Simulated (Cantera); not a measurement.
A closed system holds: 1 mol B, 0.08 mol Cl2, 0.2 mol H2, held at 113 Torr.

Equilibrium computed with Cantera from the NASA thermochemical tables; the gas is ideal and each condensed phase is pure. Candidate condensed phases: B; 13 gas species. The tables' values for BCl2 are old estimates; treat these amounts as uncertain. Gases not in the tables: BHCl2. Rates play no part. All values below are at 1275 K.

Base state: H2 0.655, HCl 0.213, BCl3 0.132, BCl2 8.49e-5 (mole fractions); condensed: B(s).

Question: What changes in the equilibrium state with this change: 0.069 mol O2 added?

Answer: 
| species | before | after |
|---|---|---|
| H2 | 0.655 | 0.662 |
| HCl | 0.213 | 0.199 |
| BCl3 | 0.132 | 0.106 |
| B3O3Cl3 | 0 | 0.0315 |
| B3O3H3 | 0 | 0.00145 |
| HBO | 0 | 0.000418 |
| B(s), mol | 0.965 | 0.872 |
| B2O3(l), mol | 0 | 0.0373 |
Mutual solubility and eutectic melting of coexisting phases are not modelled. The tables' values for BOCl, BCl2 are old estimates; treat these amounts as uncertain. Further candidate phases: B2O3, B3O3H3, H2O.
